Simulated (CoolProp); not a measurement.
Vapour-liquid equilibrium of R134a (1) + R124 (2) at 341.2 K; x and y are mole fractions of (1).

Model: multi-fluid Helmholtz-energy mixture model, Tillner-Roth 1994 and de Vries 1995; pair parameters Bell 2016, in CoolProp.

```json
[
 {"x": "0.05", "bubble pressure, mixture model (bar)": "12.54", "bubble pressure, Raoult's law (bar)": "12.48", "y, mixture model": "0.075", "y, Raoult's law": "0.081"},
 {"x": "0.125", "bubble pressure, mixture model (bar)": "13.23", "bubble pressure, Raoult's law (bar)": "13.09", "y, mixture model": "0.179", "y, Raoult's law": "0.193"},
 {"x": "0.2", "bubble pressure, mixture model (bar)": "13.92", "bubble pressure, Raoult's law (bar)": "13.70", "y, mixture model": "0.273", "y, Raoult's law": "0.296"},
 {"x": "0.275", "bubble pressure, mixture model (bar)": "14.58", "bubble pressure, Raoult's law (bar)": "14.32", "y, mixture model": "0.359", "y, Raoult's law": "0.389"},
 {"x": "0.35", "bubble pressure, mixture model (bar)": "15.24", "bubble pressure, Raoult's law (bar)": "14.93", "y, mixture model": "0.439", "y, Raoult's law": "0.475"},
 {"x": "0.425", "bubble pressure, mixture model (bar)": "15.87", "bubble pressure, Raoult's law (bar)": "15.55", "y, mixture model": "0.514", "y, Raoult's law": "0.554"},
 {"x": "0.5", "bubble pressure, mixture model (bar)": "16.49", "bubble pressure, Raoult's law (bar)": "16.16", "y, mixture model": "0.585", "y, Raoult's law": "0.627"},
 {"x": "0.575", "bubble pressure, mixture model (bar)": "17.10", "bubble pressure, Raoult's law (bar)": "16.78", "y, mixture model": "0.652", "y, Raoult's law": "0.694"},
 {"x": "0.65", "bubble pressure, mixture model (bar)": "17.69", "bubble pressure, Raoult's law (bar)": "17.39", "y, mixture model": "0.717", "y, Raoult's law": "0.757"},
 {"x": "0.725", "bubble pressure, mixture model (bar)": "18.27", "bubble pressure, Raoult's law (bar)": "18.01", "y, mixture model": "0.779", "y, Raoult's law": "0.816"},
 {"x": "0.8", "bubble pressure, mixture model (bar)": "18.83", "bubble pressure, Raoult's law (bar)": "18.62", "y, mixture model": "0.840", "y, Raoult's law": "0.870"},
 {"x": "0.875", "bubble pressure, mixture model (bar)": "19.38", "bubble pressure, Raoult's law (bar)": "19.24", "y, mixture model": "0.900", "y, Raoult's law": "0.922"},
 {"x": "0.95", "bubble pressure, mixture model (bar)": "19.91", "bubble pressure, Raoult's law (bar)": "19.85", "y, mixture model": "0.960", "y, Raoult's law": "0.970"}
]
```

The largest gap from Raoult's law is +2.1 % in bubble pressure, at x = 0.425. No azeotrope shows between x = 0.05 and 0.95.

The pair parameters rest on a limited set of measurements; away from them the model extrapolates.
